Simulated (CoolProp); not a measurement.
Computed with CoolProp (reference Helmholtz-energy equation of state, Aleksandrov 2011). It is a short technical equation, of lower accuracy than the large ones.

Question: For n-undecane, give the phase and the cp (kJ/(kg K)) at 346.85 °C and 0.00462 MPa.

Answer: 
- 346.85 °C and 0.00462 MPa: gas; cp 2.91
